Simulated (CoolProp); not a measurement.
Values from CoolProp's reference Helmholtz-energy equation of state, Platzer 1990. This equation is an older, rougher fit.

Q: For R13, give the phase and the cv (kJ/(kg K)) at 433.8 K and 82 kPa; 392.1 K and 3620 kPa; 291 K and 13.3 kPa.

A: 
- 433.8 K and 82 kPa: gas; cv 0.691
- 392.1 K and 3620 kPa: gas; cv 0.679
- 291 K and 13.3 kPa: gas; cv 0.552
